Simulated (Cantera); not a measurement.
A closed system holds: 1 mol C3H8, 0.092 mol CO2, 5.1 mol H2, at 1398 K and 15800 Torr.

Method: chemical equilibrium by Gibbs-energy minimisation in Cantera with the NASA 1993 tables (ideal gas, pure condensed phases). Candidate condensed phases: C, C6H6, C7H8, C8H18, H2O; 110 gas species. Equilibrium is a limit: real reactors are often held back by kinetics, nucleation or transport.

Base state: H2 0.904, CH4 0.0749, CO 0.0199, H2O 0.00143, C2H4 3.58e-5, CO2 1.45e-5, C2H6 1.37e-5 (mole fractions); condensed: C(graphite).

Task: What changes in the equilibrium state with this change: temperature from 1398 K to 1598.15 K?

Result: 
```json
[
 {"species": "H2", "before": "0.904", "after": "0.948"},
 {"species": "CH4", "before": "0.0749", "after": "0.0311"},
 {"species": "CO", "before": "0.0199", "after": "0.0201"},
 {"species": "H2O", "before": "0.00143", "after": "0.000354"},
 {"species": "C2H2 (acetylene)", "before": "2.21e-6", "after": "2.56e-5"},
 {"species": "H", "before": "9.82e-7", "after": "1.13e-5"},
 {"species": "CO2", "before": "1.45e-5", "after": "2.50e-6"},
 {"species": "C(graphite), mol", "before": "2.27", "after": "2.63"}
]
```

Task: What changes in the equilibrium state with this change: pressure from 15800 Torr to 75.0 Torr?

Result: 
| species | before | after |
|---|---|---|
| H2 | 0.904 | 0.980 |
| CO | 0.0199 | 0.0198 |
| CH4 | 0.0749 | 0.000419 |
| H2O | 0.00143 | 7.35e-6 |
| C2H6 | 1.37e-5 | <1e-9 |
| CO2 | 1.45e-5 | 6.88e-8 |
| C2H4 | 3.58e-5 | 2.01e-7 |
| H | 9.82e-7 | 1.48e-5 |
| C(graphite), mol | 2.27 | 2.90 |

Task: What changes in the equilibrium state with this change: pressure from 15800 Torr to 248 Torr?

Result: 
```json
[
 {"species": "H2", "before": "0.904", "after": "0.979"},
 {"species": "CO", "before": "0.0199", "after": "0.0198"},
 {"species": "CH4", "before": "0.0749", "after": "0.00138"},
 {"species": "H2O", "before": "0.00143", "after": "2.42e-5"},
 {"species": "C2H6", "before": "1.37e-5", "after": "4.29e-9"},
 {"species": "CO2", "before": "1.45e-5", "after": "2.27e-7"},
 {"species": "C2H4", "before": "3.58e-5", "after": "6.60e-7"},
 {"species": "C(graphite), mol", "before": "2.27", "after": "2.90"}
]
```
